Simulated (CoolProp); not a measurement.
Properties of sulfur dioxide along the isotherm 489.4 K.

Model: reference Helmholtz-energy equation of state, Gao 2016, in CoolProp.

| p (MPa) | phase | density (kg/m³) | Joule-Thomson coefficient (K/MPa) | fugacity coefficient |
|---|---|---|---|---|
| 0.493 | gas | 7.871 | 8.931 | 0.9863 |
| 0.986 | gas | 15.97 | 8.931 | 0.9726 |
| 1.48 | gas | 24.33 | 8.928 | 0.9590 |
| 1.97 | gas | 32.88 | 8.922 | 0.9457 |
| 2.46 | gas | 41.71 | 8.912 | 0.9324 |
| 2.96 | gas | 51.02 | 8.897 | 0.9189 |
| 3.45 | gas | 60.47 | 8.878 | 0.9058 |
| 3.94 | gas | 70.26 | 8.853 | 0.8927 |
